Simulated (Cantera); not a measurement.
A closed system holds: 1 mol ZrO2, 62 mol H2, equilibrated at 0.970 bar.

Equilibrium computed with Cantera from the NASA thermochemical tables; the gas is ideal and each condensed phase is pure. Candidate condensed phases: H2O, Zr, ZrO2; 12 gas species. Mutual solubility and eutectic melting of coexisting phases are not modelled. Condensed phases not in the tables: N, O or C dissolved in the metal. Kinetics and transport are ignored.

log p: log10 of the partial pressure in bar; n: condensed amount in mol.

| T (°C) | log p H2 | log p H | log p H2O | log p ZrO | log p Zr | log p OH | log p ZrO2 | n ZrO2(monoclinic) | n ZrO2(tetragonal) | n Zr(l) |
|---|---|---|---|---|---|---|---|---|---|---|
| 1025 | -0.01 | … | -10.11 | <-12 | <-12 | <-12 | <-12 | 1.00 | 0 | 0 |
| 1125 | -0.01 | … | -9.25 | <-12 | <-12 | <-12 | <-12 | 1.00 | 0 | 0 |
| 1225 | -0.01 | … | -8.52 | <-12 | <-12 | <-12 | <-12 | 0 | 1.00 | 0 |
| 1325 | -0.01 | … | -7.89 | -11.33 | <-12 | <-12 | <-12 | 0 | 1.00 | 0 |
| 1425 | -0.01 | … | -7.33 | -10.14 | -11.41 | <-12 | <-12 | 0 | 1.000 | 0 |
| 1525 | -0.01 | … | -6.83 | -9.09 | -10.38 | -11.46 | <-12 | 0 | 1.000 | 0 |
| 1625 | -0.01 | … | -6.39 | -8.15 | -9.45 | -10.58 | -11.57 | 0 | 1.000 | 0 |
| 1725 | -0.01 | … | -5.99 | -7.30 | -8.63 | -9.78 | -10.50 | 0 | 1.000 | 0 |
| 1825 | -0.01 | … | -5.63 | -6.54 | -7.88 | -9.06 | -9.54 | 0 | 1.000 | 0 |
| 1925 | -0.02 | … | -5.30 | -5.86 | -7.21 | -8.40 | -8.66 | 0 | 1.000 | 0.000112 |

Task: Some entries are withheld; supply them.

Result: 
- 1025, log p H: -5.98
- 1125, log p H: -5.33
- 1225, log p H: -4.77
- 1325, log p H: -4.28
- 1425, log p H: -3.85
- 1525, log p H: -3.46
- 1625, log p H: -3.11
- 1725, log p H: -2.80
- 1825, log p H: -2.52
- 1925, log p H: -2.26
